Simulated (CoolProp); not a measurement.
A single-stage vapour-compression cycle with R125: evaporating at 209.15 K (dew point), condensing at 277.15 K (bubble point), superheat 10 K, subcooling 2 K, compressor efficiency 0.7, no pressure losses. Each further row changes one setting.

Computed with CoolProp (reference Helmholtz-energy equation of state, Lemmon 2005).

```csv
case,cooling COP,pressure ratio,discharge temperature (K),refrigerating effect (kJ/kg),volumetric capacity (kJ/m³)
as stated,1.50,17.6,320.2,102,297
evaporating temperature 214.15 K,1.71,13.2,316.0,105,399
condensing temperature 272.15 K,1.69,15.0,314.3,109,316
subcooling 7 K,1.59,17.6,320.2,109,316
superheat 20 K,1.52,17.6,331.5,109,302
compressor efficiency 0.6,1.28,17.6,332.9,102,297
```
